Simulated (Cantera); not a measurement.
Feed: 1 mol SiH2Cl2, 1.4 mol C2H4, 33 mol H2, at 2450 K and 2.80 mbar.

Cantera equilibrium calculation (NASA polynomials, part measured and part estimated; ideal gas, pure solids and liquids). Candidate condensed phases: C, C6H6, C7H8, C8H18, Si, SiC; 109 gas species. The tables' values for SiCl are old estimates; treat these amounts as uncertain. Equilibrium is a limit: real reactors are often held back by kinetics, nucleation or transport.

Base state: H2 0.628, H 0.301, HCl 0.0323, Si 0.0172, Cl 0.0110, C2H2 (acetylene) 0.00548, SiC2 0.00384, SiH 0.000206 (mole fractions); condensed: C(graphite).

### Question
What changes in the equilibrium state with this change: pressure from 2.80 mbar to 63.0 mbar?

### Answer
| species | before | after |
|---|---|---|
| H2 | 0.628 | 0.854 |
| H | 0.301 | 0.0739 |
| HCl | 0.0323 | 0.0451 |
| Cl | 0.0110 | 0.00277 |
| Si | 0.0172 | 0.0109 |
| C3 | 8.02e-5 | 3.57e-6 |
| C | 2.95e-5 | 1.31e-6 |
| SiCl2 | 3.77e-5 | 0.000776 |
| SiH2 | 7.93e-6 | 0.000154 |
| C(graphite), mol | 1.90 | 1.69 |
| SiC(s), mol | 0 | 0.258 |
Gases not in the tables: Si2H6 and higher silanes.
